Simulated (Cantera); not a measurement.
A closed system holds: 1 mol SiC, 0.14 mol N2O, 10 mol H2, at 0.0100 bar.

Cantera equilibrium calculation (NASA polynomials, part measured and part estimated; ideal gas, pure solids and liquids). Candidate condensed phases: C, C6H6, C7H8, C8H18, H2O, Si, SiC, SiO2, Si2N2O, Si3N4; 151 gas species. Mutual solubility and eutectic melting of coexisting phases are not modelled. Gases not in the tables: Si2H6 and higher silanes. Rates play no part.

Task: Which condensed phases are stable at each of these points (T (K)): 1500, 1550, 1600, 1650, 1700, 1750, 1800, 1850, 1900, 1950, 2000?

Result: 
```tsv
T (K)	condensed phases	Si condensed (%)
1500	SiC(s) + Si2N2O(s)	99.1
1550	SiC(s) + Si2N2O(s)	97.0
1600	SiC(s)	93.0
1650	SiC(s)	93.0
1700	SiC(s)	93.0
1750	SiC(s)	93.0
1800	SiC(s)	92.9
1850	SiC(s)	92.8
1900	SiC(s)	92.6
1950	SiC(s)	92.2
2000	SiC(s)	91.6
```

From 1500 K to 1550 K the condensed part is SiC(s) + Si2N2O(s). From 1600 K to 2000 K the condensed part is SiC(s).
